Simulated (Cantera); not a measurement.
What does this Cantera script print?

```python
import numpy as np
import cantera as ct

gas_names = [...]  # 123 gases of nasa_gas.yaml made of C, H, O, Si
cond_names = """
    C(gr) C6H6(L) C7H8(L) C8H18(L),n-octa H2O(s) H2O(L) Si(cr) Si(L) SiC(b) SiO2(Lqz) SiO2(hqz) SiO2(L)
""".split()


# ... load() reads the species with a 1 bar reference pressure and builds the phases ...
atoms = {
    'Si': {'Si': 1},
    'CO2': {'C': 1, 'O': 2},
    'H2': {'H': 2},
}
top_T = {'C(gr)': 4500, 'SiC(b)': 3050}  # K; cautious upper limits of use, not melting points


# ... equilibrate(T, P, feed) seeds the gas with the atoms and calls Mixture.equilibrate('TP', solver="vcs", rtol=1e-11, max_steps=5000) ...
results = []
T = 2148  # K
P = 53000  # Pa
for m in [0.02, 0.024, 0.028, 0.034, 0.04, 0.048, 0.057, 0.068, 0.081, 0.096, 0.11, 0.14]:
    feed = {'Si': 1, 'CO2': m, 'H2': 51}  # mol
    mix = equilibrate(T, P, feed)
    results.append((T, P, feed, dict(zip(mix.species_names, mix.species_moles))))

top = {s: max(r[3][s] / sum(r[3][g] for g in gas_names) for r in results) for s in gas_names}
cols = sorted((s for s in top if top[s] > 0.001), key=lambda s: -top[s])[:5]
seen = [c for c in cond_names if any(r[3].get(c, 0) > 1e-12 for r in results)]
print("log10 of partial pressures in bar; condensed amounts in mol")
print(f"{'n(CO2)':>10s}" + "".join(f"{s[:9]:>10s}" for s in cols + seen))
for T, P, feed, n in results:
    ng = sum(n[g] for g in gas_names)
    print(f"{feed['CO2']:10.4g}" + "".join(f"{np.log10(max(n[s] / ng * P / 1e5, 1e-99)):10.3f}" for s in cols)
          + "".join(f"{n.get(c, 0):10.4g}" for c in seen))
```

It prints:

```
log10 of partial pressures in bar; condensed amounts in mol
    n(CO2)        H2         H       SiO        CO     Si(L)    SiC(b)
      0.02    -0.279    -2.520    -3.601    -3.788    0.9314  0.000756
     0.024    -0.279    -2.520    -3.521    -3.709    0.9257  0.001605
     0.028    -0.279    -2.520    -3.455    -3.642      0.92  0.002455
     0.034    -0.279    -2.520    -3.370    -3.558    0.9115  0.003729
      0.04    -0.279    -2.520    -3.300    -3.487    0.9029  0.005002
     0.048    -0.279    -2.520    -3.221    -3.408    0.8915  0.006701
     0.057    -0.280    -2.520    -3.146    -3.334    0.8787  0.008612
     0.068    -0.280    -2.520    -3.070    -3.257     0.863   0.01095
     0.081    -0.280    -2.520    -2.994    -3.181    0.8445   0.01371
     0.096    -0.280    -2.520    -2.921    -3.108    0.8231   0.01689
      0.11    -0.280    -2.520    -2.862    -3.049    0.8031   0.01987
      0.14    -0.281    -2.521    -2.757    -2.945    0.7604   0.02623
```

Method: chemical equilibrium by Gibbs-energy minimisation in Cantera with the NASA 1993 tables (ideal gas, pure condensed phases). Mutual solubility and eutectic melting of coexisting phases are not modelled. Gases not in the tables: Si2H6 and higher silanes.
